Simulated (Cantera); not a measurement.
Charge: 1 mol TiO2, 2900 mol H2, equilibrated at 0.400 bar.

Cantera equilibrium calculation (NASA polynomials, part measured and part estimated; ideal gas, pure solids and liquids). Candidate condensed phases: H2O, Ti, TiO, TiO2, Ti2O3, Ti3O5, Ti4O7; 12 gas species. TiO: taken at fixed stoichiometry. Rates play no part.

Problem. At 1850 °C, list the 4 most abundant gas species with their mole fractions, and the condensed phases.

Solution. H2 0.994, H 0.00566, H2O 0.000345, TiO 1.07e-5. Condensed: TiO(l).
